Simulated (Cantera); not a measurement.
Input (Python, Cantera) and output of one run.

```python
import numpy as np
import cantera as ct

gas_names = [...]  # 95 gases of nasa_gas.yaml made of C, F, H
cond_names = """
    C(gr) C6H6(L) C7H8(L) C8H18(L),n-octa
""".split()


# ... load() reads the species with a 1 bar reference pressure and builds the phases ...
atoms = {
    'c-C4F8': {'C': 4, 'F': 8},
    'F2': {'F': 2},
    'H2': {'H': 2},
}
top_T = {'C(gr)': 4500}  # K; cautious upper limits of use, not melting points


# ... equilibrate(T, P, feed) seeds the gas with the atoms and calls Mixture.equilibrate('TP', solver="vcs", rtol=1e-11, max_steps=5000) ...
results = []
feed = {'c-C4F8': 1, 'F2': 0.67, 'H2': 0.13}  # mol
P = 100000  # Pa
for T in [1675, 1825, 1975, 2125, 2275, 2425, 2575]:
    mix = equilibrate(T, P, feed)
    results.append((T, P, feed, dict(zip(mix.species_names, mix.species_moles))))

top = {s: max(r[3][s] / sum(r[3][g] for g in gas_names) for r in results) for s in gas_names}
cols = sorted((s for s in top if top[s] > 0.001), key=lambda s: -top[s])[:9]
seen = [c for c in cond_names if any(r[3].get(c, 0) > 1e-12 for r in results)]
print("log10 of partial pressures in bar; condensed amounts in mol")
print(f"{'T/K':>10s}" + "".join(f"{s[:9]:>10s}" for s in cols + seen))
for T, P, feed, n in results:
    ng = sum(n[g] for g in gas_names)
    print(f"{T:10.4g}" + "".join(f"{np.log10(max(n[s] / ng * P / 1e5, 1e-99)):10.3f}" for s in cols)
          + "".join(f"{n.get(c, 0):10.4g}" for c in seen))
```

Output:

```
log10 of partial pressures in bar; condensed amounts in mol
       T/K       CF4       CF2        HF         F       CF3        CF     C(gr)
      1675    -0.047    -3.379    -0.988    -4.565    -3.715    -7.738     1.729
      1825    -0.049    -2.669    -0.989    -3.753    -3.137    -6.500     1.727
      1975    -0.052    -2.070    -0.991    -3.065    -2.651    -5.453     1.718
      2125    -0.064    -1.563    -0.996    -2.476    -2.240    -4.558     1.693
      2275    -0.094    -1.134    -1.010    -1.969    -1.900    -3.788     1.631
      2425    -0.161    -0.781    -1.039    -1.536    -1.633    -3.125     1.496
      2575    -0.298    -0.508    -1.094    -1.171    -1.456    -2.560     1.248
```

Method: chemical equilibrium by Gibbs-energy minimisation in Cantera with the NASA 1993 tables (ideal gas, pure condensed phases). The feed counts by its element totals alone. The tables' values for C2F4 are old estimates; treat these amounts as uncertain. Gases not in the tables: C2F6 and larger saturated fluorocarbons.
